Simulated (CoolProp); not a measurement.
Aqueous potassium acetate as a coolant, 30 % by mass, freezing at -23.1 °C, 1 atm.

Values from CoolProp's Melinder's fits for secondary coolants.

```
T (°C)  viscosity (mPa s)  density (kg/m³)  Prandtl number  conductivity (W/(m K))
------  -----------------  ---------------  --------------  ----------------------
-15.6                7.96             1171            55.3                   0.455
-6.1                 5.25             1168            35.7                   0.467
3.4                  3.70             1164            24.7                   0.479
12.9                 2.76             1161            18.1                   0.491
22.4                 2.16             1157            13.9                   0.503
31.8                 1.74             1152            11.0                   0.515
```
